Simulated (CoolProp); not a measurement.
The fluid at 399.82 K and 2.67 MPa is throttled through a valve to 0.637 MPa with no heat exchange. The same conditions are run with several fluids, on thermodynamics alone (safety and materials aside).

Values from CoolProp's reference Helmholtz-energy equation of state of each fluid (neopentane: Lemmon 2006; R1233zd(E): Akasaka 2022; R141b: Lemmon 2006; the fluoroketone C6F12O (FK-5-1-12): McLinden 2015; R1336mzz(Z): McLinden 2020).

Question: Rank neopentane, R1233zd(E), R141b, the fluoroketone C6F12O (FK-5-1-12), R1336mzz(Z) by temperature change (K), highest first.

Answer: the fluoroketone C6F12O (FK-5-1-12) (-11.6), R141b (-29.4), R1336mzz(Z) (-31.0), R1233zd(E) (-48.0), neopentane (-53.1)

```json
[
 {"fluid": "neopentane", "final phase": "two-phase, vapour fraction 0.590", "final density (kg/m³)": "31.4"},
 {"fluid": "R1233zd(E)", "final phase": "two-phase, vapour fraction 0.422", "final density (kg/m³)": "76.5"},
 {"fluid": "R141b", "final phase": "two-phase, vapour fraction 0.209", "final density (kg/m³)": "122"},
 {"fluid": "the fluoroketone C6F12O (FK-5-1-12)", "final phase": "two-phase, vapour fraction 0.212", "final density (kg/m³)": "312"},
 {"fluid": "R1336mzz(Z)", "final phase": "two-phase, vapour fraction 0.337", "final density (kg/m³)": "116"}
]
```
